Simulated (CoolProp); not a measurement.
Vapour-liquid equilibrium of propylene (1) + isobutane (2) at 1360 kPa; x and y are mole fractions of (1).

Values from CoolProp's multi-fluid Helmholtz-energy mixture model, Lemmon 2013 and Bücker 2006; pair parameters Bell 2016.

Q: Give the bubble temperature and the first vapour's composition at x = 0.25, 0.35, 0.75. Is there an azeotrope?

A: x = 0.25: 338.0 K, y = 0.395; x = 0.35: 333.8 K, y = 0.505; x = 0.75: 316.5 K, y = 0.873. No azeotrope shows between x = 0.05 and 0.95.

Pair parameters are fitted to limited data, so mixtures are less certain than the pure fluids.
